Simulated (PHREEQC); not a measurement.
Dissolve 0.028 mol CuCl2 and 0.024 mol H3BO3 per kg of water at 40 °C. Closed to the air; pH follows from the charge balance.

Equilibrium calculation in PHREEQC: ion-association model, wateq4f.dat.

```csv
quantity,before,after
pH,4.35,4.69
ionic strength (mol/kgw),0.0778,0.0824
Cl- (mol/kgw),0.0529,0.0552
Cu+2 (mol/kgw),0.0249,0.0272
CuCl+ (mol/kgw),0.00298,0.000797
CuCl2 (mol/kgw),5.90e-5,1.20e-5
SI of Tenorite (CuO),-0.37,-0.76
SI of Atacamite (Cu2(OH)3Cl),+1.01,+0.78
```

**Question.** What was changed between the two runs?
(A) H3BO3 from 0.024 to 0.0024 mol/kgw
(B) temperature from 40 to 10 °C
(C) CuCl2 from 0.028 to 0.28 mol/kgw
(D) CuCl2 from 0.028 to 0.014 mol/kgw

**Answer.** B, temperature from 40 to 10 °C

No solid was allowed to form. Some of these states are supersaturated (in Atacamite, for instance). Constants without temperature data keep their 25 °C values here.
